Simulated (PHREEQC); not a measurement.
Dissolve 1.1 mmol/kgw HF, 36 mmol/kgw ZnSO4 and 0.26 mmol/kgw KCl at 25 °C. Closed to the air; pH follows from the charge balance.

The numbers come from PHREEQC with the ion-association model, phreeqc.dat.

Each row changes one thing in this solution. Precipitation was switched off in this run.

| case | pH | ionic strength (mol/kgw) | Zn(SO4)2-2 (mol/kgw) | F- (mol/kgw) | HSO4- (mol/kgw) | HF (mol/kgw) |
|---|---|---|---|---|---|---|
| as made | 3.42 | 0.0820 | 0.00204 | 0.000710 | 0.000335 | 0.000308 |
| HF replaced by NaBF4 at the same molality | 3.21 | … | 0.00201 | 0.00185 | 0.000535 | 0.00129 |
| HF from 0.0011 to 0.00011 mol/kgw | … | 0.0815 | 0.00207 | 9.40e-5 | 4.46e-5 | 5.39e-6 |
| temperature from 25 to 70 °C | 3.70 | 0.0779 | … | … | 0.000506 | 0.000349 |
| KCl from 0.00026 to 2.6e-05 mol/kgw | 3.42 | 0.0818 | 0.00204 | 0.000710 | 0.000335 | 0.000308 |
| HF replaced by H2SiF6 at the same molality | 2.92 | 0.0843 | 0.00197 | 0.000990 | 0.00104 | 0.00136 |
| KCl replaced by LiCl at the same molality | 3.42 | 0.0821 | 0.00204 | 0.000710 | 0.000335 | 0.000308 |

Task: Some entries are withheld; supply them.

Result: 
- HF replaced by NaBF4 at the same molality, ionic strength (mol/kgw): 0.0836
- HF from 0.0011 to 0.00011 mol/kgw, pH: 4.30
- temperature from 25 to 70 °C, Zn(SO4)2-2 (mol/kgw): 0.00161
- temperature from 25 to 70 °C, F- (mol/kgw): 0.000642

Some of these states are supersaturated (in Quartz (slow to form), Chalcedony (slow to form), for instance). Away from 25 °C the constants follow the database's enthalpies or fits; those with neither stay at their 25 °C values. Real BF4- forms and hydrolyses slowly; the run takes it at equilibrium.
